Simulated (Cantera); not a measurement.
**Diamond growth**

A diamond (100) surface in a fixed gas of H2 with x(CH4) = 0.019, x(H) = 0.00035, x(CH3) = 7.2e-05, at 1075 K; coverages are run to steady state.

Detailed kinetics in Cantera: the Harris–Goodwin 1993 mechanism for the reconstructed diamond (100) surface.

| P (Pa) | growth (µm/h) | θ c6HH | θ c6H* | θ c6*H | θ c6** | θ c6HM |
|---|---|---|---|---|---|---|
| 640 | 0.0189 | 0.553 | 0.0242 | 0.407 | 0.0106 | 0.00280 |
| 1100 | 0.0448 | 0.552 | 0.0241 | 0.406 | 0.0105 | 0.00467 |
| 2000 | 0.122 | 0.549 | 0.0240 | 0.404 | 0.0105 | 0.00802 |
| 3600 | 0.329 | 0.545 | 0.0238 | 0.401 | 0.0104 | 0.0131 |
| 6300 | 0.833 | 0.540 | 0.0236 | 0.396 | 0.0103 | 0.0199 |
| 11000 | 2.00 | 0.533 | 0.0233 | 0.391 | 0.0102 | 0.0282 |
| 20000 | 4.79 | 0.526 | 0.0229 | 0.385 | 0.0100 | 0.0378 |
| 35000 | 10.1 | 0.519 | 0.0226 | 0.380 | 0.00988 | 0.0459 |
θ: site fractions in the mechanism's names (c6HH fully hydrogenated, c6H* and c6*H radical sites, c6** diradical, c6HM methylated).
